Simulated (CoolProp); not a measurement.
Properties of isohexane along the isotherm 260.85 °C (Tc = 224.6 °C, pc = 3043 kPa, ω = 0.280).

Values from CoolProp's reference Helmholtz-energy equation of state, Lemmon 2006. It is a short technical equation, of lower accuracy than the large ones.

```tsv
p (kPa)	phase	density (kg/m³)	cp (kJ/(kg K))	speed of sound (m/s)	expansivity (1/kK)	fugacity coefficient
4.81	gas	0.09340	2.681	231.1	1.875	0.9996
7.26	gas	0.1410	2.681	231.0	1.877	0.9994
10.9	gas	0.2118	2.681	231.0	1.879	0.9990
16.5	gas	0.3207	2.682	230.9	1.882	0.9985
24.9	gas	0.4844	2.682	230.7	1.887	0.9978
37.6	gas	0.7322	2.683	230.5	1.895	0.9967
56.7	gas	1.106	2.684	___	1.906	0.9950
85.6	gas	1.674	2.686	229.6	1.923	0.9924
129	gas	2.533	2.690	228.7	1.950	0.9886
195	gas	3.852	___	227.5	1.991	0.9827
294	gas	5.862	2.702	225.5	2.056	0.9740
443	gas	8.961	2.714	222.6	2.160	0.9609
668	gas	13.82	2.733	217.9	2.335	0.9412
1010	gas	21.68	2.769	210.6	2.648	0.9115
1520	gas	34.70	2.836	___	___	0.8676
```

Question: Fill in the missing entries.

Answer: 
- 56.7, speed of sound (m/s): 230.1
- 195, cp (kJ/(kg K)): 2.694
- 1520, speed of sound (m/s): 198.7
- 1520, expansivity (1/kK): 3.258
